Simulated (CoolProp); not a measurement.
Computed with CoolProp (reference Helmholtz-energy equation of state, Zhou 2012).

Task: Give the vapour pressure (bar), liquid density (kg/m³), vapour density (kg/m³), vapour viscosity (µPa s) of saturated m-xylene at 314.5 K.

Result: 
```json
[
 {"T (K)": "314.5", "p (bar)": "0.0272", "liquid density (kg/m³)": "846", "vapour density (kg/m³)": "0.111", "vapour viscosity (µPa s)": "6.90"}
]
```

Viscosity comes from a separate model (Cao 2016).
